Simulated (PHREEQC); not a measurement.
HF is added in steps, without added water, to 1 kg of water holding 6.7 mmol/kgw CuSO4, 0.13 mmol/kgw NiCl2 and 0.77 mmol/kgw NaHCO3, at 25 °C. O2 is buffered at 0.21 atm. CO2 from the air is kept out. The run lets Cu(OH)2, Malachite, Brochantite, Antlerite, Atacamite, Ni(OH)2, NiCO3, Ni4(OH)6SO4, Halite, Mirabilite, Chalcanthite, Morenosite, Nahcolite, Natron, CuF2:2H2O precipitate or redissolve, and no other solid.

Base run: PHREEQC, ion-association model, wateq4f.dat. Each further column changes one thing. The table gives HF (mol/kgw).

| HF added (mol) | base | 0.00069 mol/kgw ZnSO4 added | NiCl2 left out | 0.00053 mol/kgw NaCl added | no solid may form |
|---|---|---|---|---|---|
| 0 | 0 | 0 | 0 | 0 | 0 |
| 0.00052 | 1.49e-5 | 1.47e-5 | 1.50e-5 | 1.48e-5 | 2.85e-6 |
| 0.00104 | 0.000122 | 0.000120 | 0.000122 | 0.000122 | 0.000122 |
| 0.00182 | 0.000544 | 0.000538 | 0.000544 | 0.000543 | 0.000544 |
| 0.00234 | 0.000866 | 0.000858 | 0.000866 | 0.000865 | 0.000866 |
| 0.00286 | 0.00121 | 0.00120 | 0.00121 | 0.00121 | 0.00121 |
| 0.00338 | 0.00156 | 0.00155 | 0.00156 | 0.00156 | 0.00156 |
| 0.00416 | 0.00211 | 0.00210 | 0.00211 | 0.00211 | 0.00211 |
| 0.00468 | 0.00248 | 0.00247 | 0.00249 | 0.00248 | 0.00248 |
| 0.0052 | 0.00287 | 0.00285 | 0.00287 | 0.00286 | 0.00287 |

 In at least one series the solution becomes supersaturated in solids that the run did not let form, among them Cu(OH)2, Malachite, Brochantite, Antlerite, Atacamite. Solids allowed in the column '0.00069 mol/kgw ZnSO4 added': Cu(OH)2, Malachite, Brochantite, Antlerite, Atacamite, Zn(OH)2-e, Smithsonite, Zn4(OH)6SO4, Zn5(OH)8Cl2, Ni(OH)2, NiCO3, Ni4(OH)6SO4, Halite, Mirabilite, Chalcanthite, Goslarite, Morenosite, Nahcolite, Natron, CuF2:2H2O, ZnF2. Solids allowed in the column 'NiCl2 left out': Cu(OH)2, Malachite, Brochantite, Antlerite, Mirabilite, Chalcanthite, Nahcolite, Natron, CuF2:2H2O.
